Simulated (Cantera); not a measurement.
An isothermal, constant-pressure homogeneous reactor starts with H2 : O2 = 0.19 : 1 (molar parts), at 1148 K and 26.3 Torr.

Detailed kinetics in Cantera: the H2/O2 subset of GRI-Mech 3.0, which has no nitrogen chemistry. Radical loss at walls, strong at low pressure, is not modelled. The temperature is held fixed by assumption; the heat of reaction is taken as removed at once.

x: mole fraction; the columns are a selection and need not sum to one.

```
t (s)         x H2   x O2    x H2O       x O      x OH    x HO2
--------  --------  -----  -------  --------  --------  -------
0.000100     0.160  0.840  4.47e-8   2.34e-8   1.33e-8      ___
0.000303     0.160  0.840  1.76e-5   7.50e-6   4.19e-6      ___
0.000918   0.00931  0.761    0.125    0.0498   0.00817  2.32e-5
0.00278    0.00270  0.803    0.160    0.0196   0.00455  2.31e-5
0.00843   0.000346  0.823    0.172   0.00244   0.00154      ___
0.0256     3.27e-5  0.826    0.173  0.000239  0.000482      ___
0.0775     4.22e-6  0.826    0.173   3.35e-5  0.000182      ___
0.235      7.83e-7  0.826    0.173   6.69e-6   8.11e-5      ___
0.711      1.86e-7  0.826    0.173   1.66e-6   4.04e-5      ___
2.16       5.09e-8  0.826    0.174   4.67e-7   2.14e-5      ___
6.53       1.55e-8  0.826    0.174   1.45e-7   1.19e-5      ___
19.8       5.96e-9  0.826    0.174   5.54e-8   7.36e-6      ___
60.0       4.26e-9  0.826    0.174   3.92e-8   6.18e-6      ___
```

**Question.** What belongs in the gaps?

**Answer.** 
- 0.000100, x HO2: 1.20e-8
- 0.000303, x HO2: 1.87e-7
- 0.00843, x HO2: 1.20e-5
- 0.0256, x HO2: 2.79e-6
- 0.0775, x HO2: 5.36e-7
- 0.235, x HO2: 1.22e-7
- 0.711, x HO2: 3.36e-8
- 2.16, x HO2: 1.25e-8
- 6.53, x HO2: 8.70e-9
- 19.8, x HO2: 1.03e-8
- 60.0, x HO2: 1.16e-8
